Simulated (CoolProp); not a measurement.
Computed with CoolProp (reference Helmholtz-energy equation of state, Marx 1992).

Problem. Give the vapour pressure (kPa), liquid density (kg/m³), vapour Z, surface tension (mN/m) of saturated R113 at 68.05, 128.85 °C.

Solution. 
| T (°C) | p (kPa) | liquid density (kg/m³) | vapour Z | surface tension (mN/m) |
|---|---|---|---|---|
| 68.05 | 190 | 1460 | 0.935 | 12.5 |
| 128.85 | 816 | 1280 | 0.817 | 6.40 |

Surface tension comes from a separate correlation (Mulero 2012).
